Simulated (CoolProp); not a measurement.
R123 at 365.49 K and 6.45 MPa flows at 0.13 m/s in a round tube of 25 mm bore and 15 µm roughness, fully developed (64/Re and Nu = 3.66 if laminar; Colebrook and Gnielinski if turbulent). Each further row changes one setting.

Values from CoolProp's reference Helmholtz-energy equation of state, Younglove 1994. It is a modified Benedict-Webb-Rubin equation, recast in Helmholtz form.

```csv
case,Reynolds number,Darcy friction factor,pressure drop (Pa/m),heat-transfer coefficient (W/(m² K)),mass flow (kg/h)
as stated,[?],0.0276,12.2,285,[?]
velocity 0.26 m/s,37100,0.0241,42.5,530,[?]
diameter 50 mm,37100,[?],5.14,[?],1200
```

**Question.** What belongs in the gaps?

**Answer.** 
- as stated, Reynolds number: 18600
- as stated, mass flow (kg/h): 300
- velocity 0.26 m/s, mass flow (kg/h): 601
- diameter 50 mm, Darcy friction factor: 0.0232
- diameter 50 mm, heat-transfer coefficient (W/(m² K)): 258

Viscosity comes from a separate model (Tanaka 1996). Thermal conductivity comes from a separate model (Laesecke 1996).
